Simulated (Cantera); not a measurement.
Pyrogenic steam for wet oxidation

An isothermal, constant-pressure homogeneous reactor starts with H₂ : O₂ : N₂ = 1 : 1 : 1.7 (molar parts), equivalence ratio 0.50, at 1375 K and 158 Torr.

Detailed kinetics in Cantera: the H2/O2 subset of GRI-Mech 3.0, which has no nitrogen chemistry. The temperature is held fixed by assumption; the heat of reaction is taken as removed at once.

| t (s) | x H₂ | x O₂ | x H₂O₂ | x OH | x H₂O | x H |
|---|---|---|---|---|---|---|
| 7.00e-6 | 0.270 | 0.270 | 6.02e-10 | 4.00e-8 | 1.61e-7 | 2.38e-7 |
| 3.13e-5 | 0.270 | 0.270 | 1.74e-8 | 1.73e-5 | 0.000121 | 9.60e-5 |
| 0.000140 | 0.0251 | 0.153 | 2.69e-6 | 0.0125 | 0.220 | 0.0702 |
| 0.000626 | 0.00379 | 0.155 | 2.11e-6 | 0.00465 | 0.303 | 0.00282 |
| 0.00280 | 0.000139 | 0.156 | 3.68e-7 | 0.000884 | 0.312 | 1.90e-5 |
| 0.0125 | 1.08e-5 | 0.156 | 6.46e-8 | 0.000259 | 0.312 | 4.64e-7 |
| 0.0559 | 1.68e-6 | 0.156 | 1.43e-8 | 0.000104 | 0.312 | 3.03e-8 |
| 0.250 | 5.78e-7 | 0.156 | 5.75e-9 | 6.08e-5 | 0.312 | 6.24e-9 |
| 1.12 | 5.31e-7 | 0.156 | 5.35e-9 | 5.81e-5 | 0.312 | 5.49e-9 |
| 5.00 | 5.31e-7 | 0.156 | 5.35e-9 | 5.81e-5 | 0.312 | 5.49e-9 |
| 22.4 | 5.31e-7 | 0.156 | 5.35e-9 | 5.81e-5 | 0.312 | 5.49e-9 |
| 100 | 5.31e-7 | 0.156 | 5.35e-9 | 5.81e-5 | 0.312 | 5.49e-9 |
x: mole fraction; the columns are a selection and need not sum to one.

Equilibrium at this temperature and pressure: H₂ 5.31e-7, O₂ 0.156, H₂O₂ 5.35e-9, OH 5.81e-5, H₂O 0.312, H 5.49e-9 (gas phase only).
